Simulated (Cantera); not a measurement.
Standard-state values (1 bar) from the NASA 1993 polynomials, evaluated with Cantera. Values are per mole of reaction as written; species without (g) are pure solids or liquids, kept so even where they would boil at 1 bar.

Between 300 and 800 K, where is each reaction favourable under standard conditions?
- TiCl3 ⇌ 3 Cl(g) + Ti
- 2 TiCl4(g) ⇌ 2 TiCl3 + Cl2(g)
- Cl(g) + TiCl3(g) ⇌ TiCl4(g)


- TiCl3 ⇌ 3 Cl(g) + Ti: ΔG° is 970 kJ at 300 K and 778 kJ at 800 K; it stays positive (K < 1). ΔH° is 1083 kJ and ΔS° 381 J/K at 800 K.
- 2 TiCl4(g) ⇌ 2 TiCl3 + Cl2(g): ΔG° is 145 kJ at 300 K and 239 kJ at 800 K; it stays positive (K < 1). ΔH° is 99 kJ and ΔS° -175 J/K at 800 K.
- Cl(g) + TiCl3(g) ⇌ TiCl4(g): ΔG° is -307 kJ at 300 K and -243 kJ at 800 K; it stays negative (K > 1). ΔH° is -346 kJ and ΔS° -128 J/K at 800 K.
